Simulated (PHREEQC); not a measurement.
Consider water at 20 °C with 0.0019 mol MnSO4, 8.4e-05 mol CaCl2, 0.0028 mol NaF and 3.2e-05 mol NaCl per kg of water. Closed to the air; pH follows from the charge balance.

Equilibrium calculation in PHREEQC: ion-association model, phreeqc.dat.

Each row changes one thing in this solution. No solid was allowed to form.

| case | pH | ionic strength (mol/kgw) | Ca+2 (mol/kgw) | NaF (mol/kgw) | HF (mol/kgw) | HF2- (mol/kgw) | SI of Fluorite (CaF2) | SI of Halite (NaCl) |
|---|---|---|---|---|---|---|---|---|
| as made | 7.10 | 0.00974 | 7.44e-5 | 3.66e-6 | 2.70e-7 | 2.75e-9 | +1.16 | -7.91 |
| temperature from 20 to 75 °C | 6.50 | 0.00902 | 7.27e-5 | 3.60e-6 | 3.14e-6 | 3.78e-8 | +0.70 | -7.95 |
| MnSO4 left out | 7.41 | 0.00308 | 8.40e-5 | 4.03e-6 | 1.42e-7 | 1.46e-9 | +1.32 | -7.87 |
| NaF replaced by (CH3)4NF at the same molality | 7.10 | 0.00977 | 7.43e-5 | 4.14e-8 | 2.70e-7 | 2.76e-9 | +1.16 | -9.85 |
| diluted 5-fold with water | ___ | ___ | ___ | 1.64e-7 | 6.07e-8 | ___ | -0.77 | -9.26 |
| CaCl2 from 8.4e-05 to 0.000168 mol/kgw | 7.10 | 0.00996 | 0.000149 | 3.65e-6 | 2.70e-7 | 2.75e-9 | +1.46 | -7.64 |
| 0.00013 mol/kgw Na2B4O7 added | 9.11 | 0.00996 | 7.44e-5 | 3.98e-6 | 2.65e-9 | 2.70e-11 | +1.16 | -7.87 |
| MnSO4 from 0.0019 to 0.0095 mol/kgw | 6.87 | 0.0315 | 6.27e-5 | 3.10e-6 | 4.21e-7 | 4.22e-9 | +0.91 | -7.97 |

Q: Complete the blanks.

A: 
- diluted 5-fold with water, pH: 7.08
- diluted 5-fold with water, ionic strength (mol/kgw): 0.00207
- diluted 5-fold with water, Ca+2 (mol/kgw): 1.61e-5
- diluted 5-fold with water, HF2- (mol/kgw): 1.25e-10

Species that the database lacks are ignored. Some of these states are supersaturated (in Fluorite, Pyrochroite, for instance). (CH3)4N+ isn't in the database: it is added as a free cation with an ion size of 4 Å. At this temperature some constants are extrapolated from 25 °C, and those without enthalpy data are left unchanged.
